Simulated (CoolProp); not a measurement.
Saturation properties of R227EA (Tc = 101.8 °C, pc = 2.925 MPa, ω = 0.358).

Model: reference Helmholtz-energy equation of state, Lemmon 2016, in CoolProp.

```
T (°C)  p (MPa)  vapour density (kg/m³)  liquid viscosity (µPa s)
------  -------  ----------------------  ------------------------
-2.05    0.1808                   14.72                       344
4.85     0.2333                   18.81                       314
11.75    0.2968                   23.75                       286
18.65    0.3727                   29.70                       261
25.55    0.4624                   36.82                       238
32.45    0.5677                   45.30                       216
39.35    0.6900                   55.41                       197
46.35    0.8333                   67.64                       178
53.25    0.9954                   82.09                       161
60.15     1.180                   99.48                       145
67.05     1.390                   120.7                       129
73.95     1.626                   146.9                       114
80.85     1.893                   180.5                      99.9
87.75     2.192                   225.7                      85.2
94.65     2.530                   293.4                      69.0
```

It boils at -16.3 °C under 1 atm.

Viscosity comes from a separate model (Huber 2003), an estimate that may be off by 10 % or more.
